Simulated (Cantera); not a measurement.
Feed: 1 mol V₂O₃, 15 mol H₂, held at 2125 K.

Cantera equilibrium calculation (NASA polynomials, part measured and part estimated; ideal gas, pure solids and liquids). Candidate condensed phases: H₂O, V, VO, V₂O₃, V₂O₄, V₂O₅; 12 gas species. Mutual solubility and eutectic melting of coexisting phases are not modelled. VO: taken at fixed stoichiometry. Condensed phases not in the tables: the oxides between V₂O₃ and V₂O₅ other than VO₂. Kinetics and transport are ignored.

x: gas mole fraction; n: condensed amount in mol.

```tsv
P (Pa)	x H₂	x H	x VO₂	x H₂O	x VO	x V	n VO(l)	n V₂O₃(s)
10	0.611	0.284	0.0504	0.00421	0.0460	0.00450	?	0
36	0.745	0.165	0.0497	0.00772	0.0301	0.00196	?	0
130	0.838	0.0922	0.0370	0.0234	0.00834	0.000201	?	0
460	0.884	0.0503	0.0189	0.0444	0.00236	3.16e-5	?	0
1700	0.921	0.0267	0.00515	0.0467	0.000638	8.47e-6	1.50	0.205
6000	0.936	0.0143	0.00146	0.0475	0.000181	2.40e-6	1.46	0.258
22000	0.944	0.00752	0.000398	0.0479	4.93e-5	6.54e-7	1.45	0.272
77000	0.948	0.00403	0.000114	0.0481	1.41e-5	1.87e-7	1.45	0.275
280000	0.950	0.00211	3.13e-5	0.0482	3.87e-6	5.14e-8	1.45	0.276
1000000	0.951	0.00112	8.75e-6	0.0482	1.08e-6	1.44e-8	1.45	0.276
```

Question: Complete the blanks.

Answer: 
- 10, n VO(l): 0
- 36, n VO(l): 0.532
- 130, n VO(l): 1.25
- 460, n VO(l): 1.67
